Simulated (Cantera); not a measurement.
**Ignition delay**

Mixture: C3H8 : O2 : N2 = 1 : 3.33 : 17.3 (molar parts), equivalence ratio 1.5, at 0.987 atm, adiabatic and at constant pressure. Ignition delay is the time to a rise of 400 K.

Computed with Cantera and GRI-Mech 3.0 (53 species, 325 reactions). GRI-Mech 3.0 was tuned for natural gas; its chemistry of propane as a main component is partial and can be far from experiment.

| T0 (K) | delay (ms) |
|---|---|
| 1050 | 228 |
| 1150 | 22.5 |
| 1250 | 2.98 |
| 1350 | 0.584 |
| 1450 | 0.167 |
| 1550 | 0.0660 |

```json
{
 "apparent activation energy between 1350 and 1550 K": "190 kJ/mol"
}
```
